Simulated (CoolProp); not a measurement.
The fluid at 571.76 K and 1.05 MPa flows at 0.14 m/s in a round tube of 6 mm bore and 45 µm roughness, fully developed (64/Re and Nu = 3.66 if laminar; Colebrook and Gnielinski if turbulent). The same conditions are run with several fluids, on thermodynamics alone (safety and materials aside).

Model: reference Helmholtz-energy equation of state of each fluid (methane: Setzmann 1991; carbon dioxide: Span 1996; methanol: de Reuck 1993; oxygen: Schmidt 1985), in CoolProp.

### Question
Rank methane, carbon dioxide, methanol, oxygen by Reynolds number, highest first.

### Answer
methanol (326), carbon dioxide (305), oxygen (176), methane (157)

```json
[
 {"fluid": "methane", "Darcy friction factor": "0.407", "pressure drop (Pa/m)": "2.35", "heat-transfer coefficient (W/(m² K))": "50.8", "mass flow (kg/h)": "0.0504"},
 {"fluid": "carbon dioxide", "Darcy friction factor": "0.210", "pressure drop (Pa/m)": "3.35", "heat-transfer coefficient (W/(m² K))": "23.8", "mass flow (kg/h)": "0.139"},
 {"fluid": "methanol", "Darcy friction factor": "0.196", "pressure drop (Pa/m)": "2.33", "heat-transfer coefficient (W/(m² K))": "30.6", "mass flow (kg/h)": "0.104"},
 {"fluid": "oxygen", "Darcy friction factor": "0.364", "pressure drop (Pa/m)": "4.19", "heat-transfer coefficient (W/(m² K))": "28.1", "mass flow (kg/h)": "0.100"}
]
```

Above 300 K oxygen's equation is extrapolated.

Transport values come from each fluid's own correlations.
